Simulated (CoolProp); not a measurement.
R1234ze(E) at several states: fugacity coefficient from the reference equation and from simpler models built on Tc = 382.5 K, pc = 3635 kPa, ω = 0.313; each cubic takes its own stable root.

Values from CoolProp's reference Helmholtz-energy equation of state, Thol 2016.

```
T (K)  p (kPa)   phase  reference  van der Waals  Redlich-Kwong  Soave-Redlich-Kwong  Peng-Robinson
-----  -------  ------  ---------  -------------  -------------  -------------------  -------------
218.4     5050  liquid        [?]        0.06250        0.01090             0.003880       0.003918
231.9       68  liquid     0.4966            [?]         0.9748               0.4914         0.5023
401.3     2840     gas     0.7777         0.7952         0.7775               0.7844         0.7636
294       4290  liquid        [?]         0.2721         0.1600               0.1104         0.1066
```

Q: Fill in the missing entries.

A: 
- 218.4, reference: 0.003851
- 231.9, van der Waals: 0.9824
- 294, reference: 0.1065

At some of these states van der Waals, Redlich-Kwong gives the other phase, because its saturation line lies elsewhere.
